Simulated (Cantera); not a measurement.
A closed system holds: 1 mol BN, 2.6 mol NF3, 5.8 mol N2, equilibrated at 923 K and 0.320 bar.

Equilibrium computed with Cantera from the NASA thermochemical tables; the gas is ideal and each condensed phase is pure. Candidate condensed phases: B, BN; 13 gas species. Rates play no part.

Base state: N2 0.685, F2 0.165, BF3 0.0919, F 0.0309, NF3 0.0266 (mole fractions); condensed: gas only.

Question: What changes in the equilibrium state with this change: temperature from 923 K to 1098.15 K?

Answer: 
| species | before | after |
|---|---|---|
| N2 | 0.685 | 0.640 |
| F | 0.0309 | 0.149 |
| F2 | 0.165 | 0.126 |
| NF3 | 0.0266 | 0.00117 |
| BF3 | 0.0919 | 0.0842 |
